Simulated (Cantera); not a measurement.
Feed: 1 mol SiH2Cl2, 0.0067 mol Cl2, 15 mol H2, at 1548 K and 750 Torr.

Cantera equilibrium calculation (NASA polynomials, part measured and part estimated; ideal gas, pure solids and liquids). The tables' values for SiCl3 are old estimates; treat these amounts as uncertain. Kinetics and transport are ignored.

```csv
species,before,after
H2,0.909,0.971
HCl,0.0688,0.0261
SiCl2,0.0173,0.00233
SiCl4,0.000863,1.56e-5
SiCl3,0.00231,0.000114
SiHCl3,0.00139,7.08e-5
SiH2Cl2,0.000366,5.25e-5
SiH3Cl,2.85e-5,1.15e-5
H,2.94e-5,3.03e-5
"Si(s), mol",0.622,0.834
```
Gas species are given as mole fractions.

**Question.** Which change was made?
A) temperature from 1548 K to 1048 K
B) temperature from 1548 K to 1198 K
C) H2 from 15 to 62 mol
D) H2 from 15 to 3.3 mol

**Answer.** C, H2 from 15 to 62 mol
